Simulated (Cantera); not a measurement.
Cantera run:

```python
import numpy as np
import cantera as ct

gas_names = """
    H HO2 H2 H2O H2O2 Nb NbO NbO2 O OH O2 O3
""".split()
cond_names = """
    H2O(s) H2O(L) Nb(cr) Nb(L) NbO(s) NbO(L) NbO2(I) NbO2(II) NbO2(III) NbO2(L) Nb2O5(s) Nb2O5(L)
""".split()


# ... load() reads the species with a 1 bar reference pressure and builds the phases ...
atoms = {
    'Nb2O5': {'Nb': 2, 'O': 5},
    'H2': {'H': 2},
}
top_T = {}  # K; cautious upper limits of use, not melting points


# ... equilibrate(T, P, feed) seeds the gas with the atoms and calls Mixture.equilibrate('TP', solver="vcs", rtol=1e-11, max_steps=5000) ...
results = []
feed = {'Nb2O5': 1, 'H2': 11}  # mol
P = 100000  # Pa
for T in [1498, 1598, 1698, 1798, 1898, 1998, 2098]:
    mix = equilibrate(T, P, feed)
    results.append((T, P, feed, dict(zip(mix.species_names, mix.species_moles))))

top = {s: max(r[3][s] / sum(r[3][g] for g in gas_names) for r in results) for s in gas_names}
cols = sorted((s for s in top if top[s] > 1e-06), key=lambda s: -top[s])[:7]
seen = [c for c in cond_names if any(r[3].get(c, 0) > 1e-12 for r in results)]
print("log10 of partial pressures in bar; condensed amounts in mol")
print(f"{'T/K':>10s}" + "".join(f"{s[:9]:>10s}" for s in cols + seen))
for T, P, feed, n in results:
    ng = sum(n[g] for g in gas_names)
    print(f"{T:10.4g}" + "".join(f"{np.log10(max(n[s] / ng * P / 1e5, 1e-99)):10.3f}" for s in cols)
          + "".join(f"{n.get(c, 0):10.4g}" for c in seen))
```

Output:

```
log10 of partial pressures in bar; condensed amounts in mol
       T/K        H2       H2O         H        OH      NbO2 NbO2(III)  Nb2O5(s)
      1498    -0.039    -1.067    -4.784    -7.360   -10.237     1.884   0.05786
      1598    -0.041    -1.041    -4.295    -6.704    -9.015         2         0
      1698    -0.041    -1.041    -3.861    -6.150    -7.942         2         0
      1798    -0.042    -1.041    -3.474    -5.656    -6.992         2         0
      1898    -0.042    -1.042    -3.128    -5.215    -6.146         2         0
      1998    -0.042    -1.042    -2.816    -4.818    -5.389         2         0
      2098    -0.043    -1.042    -2.533    -4.458    -4.707         2         0
```

Equilibrium computed with Cantera from the NASA thermochemical tables; the gas is ideal and each condensed phase is pure. Mutual solubility and eutectic melting of coexisting phases are not modelled. Condensed phases not in the tables: the oxides between NbO2 and Nb2O5.
